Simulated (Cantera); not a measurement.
Adiabatic ignition

An adiabatic, constant-volume homogeneous reactor starts with 7.05 % C₃H₈, 19.6 % O₂, 73.3 % N₂, at 1725 K and 5400 Torr.

Computed with Cantera and GRI-Mech 3.0 (53 species, 325 reactions). GRI-Mech 3.0 was tuned for natural gas; its chemistry of propane as a main component is partial and can be far from experiment. Above 3000 K some thermodynamic fits are extrapolated.

```tsv
t (s)	T (K)	P (bar)	x C₃H₈	x O₂	x CO	x NO₂	x HCO	x HCN	x CH₂O
2.00e-6	1722	7.45	0.0386	0.177	0.00399	2.85e-11	3.12e-5	2.62e-9	0.00573
5.90e-6	3184	16.6	<1e-12	0.000452	0.148	7.82e-8	3.21e-6	1.33e-5	1.02e-7
1.74e-5	3174	16.5	<1e-12	0.000459	0.148	1.41e-7	3.24e-6	7.51e-7	1.00e-7
5.14e-5	3170	16.5	<1e-12	0.000441	0.148	2.08e-7	3.22e-6	1.06e-6	1.01e-7
0.000152	3169	16.5	<1e-12	0.000438	0.148	2.20e-7	3.22e-6	1.12e-6	1.01e-7
0.000447	3169	16.5	<1e-12	0.000438	0.148	2.20e-7	3.22e-6	1.12e-6	1.01e-7
0.00132	3169	16.5	<1e-12	0.000438	0.148	2.20e-7	3.22e-6	1.12e-6	1.01e-7
0.00389	3169	16.5	<1e-12	0.000438	0.148	2.20e-7	3.22e-6	1.12e-6	1.01e-7
0.0115	3169	16.5	<1e-12	0.000438	0.148	2.20e-7	3.22e-6	1.12e-6	1.01e-7
0.0339	3169	16.5	<1e-12	0.000438	0.148	2.20e-7	3.22e-6	1.12e-6	1.01e-7
0.100	3169	16.5	<1e-12	0.000438	0.148	2.20e-7	3.22e-6	1.12e-6	1.01e-7
```
x: mole fraction; the columns are a selection and need not sum to one.

```yaml
time_of_steepest_temperature_rise: 3.91 µs
temperature at 0.100 s: 3169 K
equilibrium_temperature: 3169 K
x(C₃H₈) at 0.100 s: <1e-12 (gas-phase equilibrium <1e-12)
x(O₂) at 0.100 s: 0.000438 (gas-phase equilibrium 0.000438)
x(CO) at 0.100 s: 0.148 (gas-phase equilibrium 0.148)
```
